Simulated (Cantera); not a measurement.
A closed system holds: 1 mol SiO2, 2.9 mol MgO, 10 mol O2, equilibrated at 1725 K and 10.0 mbar.

These are equilibrium values from Cantera (NASA tables, ideal gas, pure condensed phases), not measurements of a reactor. Candidate condensed phases: Mg, MgO, MgSiO3, Mg2SiO4, Si, SiO2; 11 gas species. Mutual solubility and eutectic melting of coexisting phases are not modelled. Condensed phases not in the tables: alloys, solid solutions and most ternary compounds. Equilibrium is a limit: real reactors are often held back by kinetics, nucleation or transport.

Problem. What is the equilibrium state?

Solution. 
* **x(O2)**: 0.999
* **x(O)**: 0.000580
* **n(MgO(s))**: 0.900 mol
* **n(Mg2SiO4(s))**: 1.00 mol
* **gas amount**: 10.00 mol
* **log10 activity of Mg(l) (absent)**: -11.40
* **log10 activity of Si(l) (absent)**: -18.14
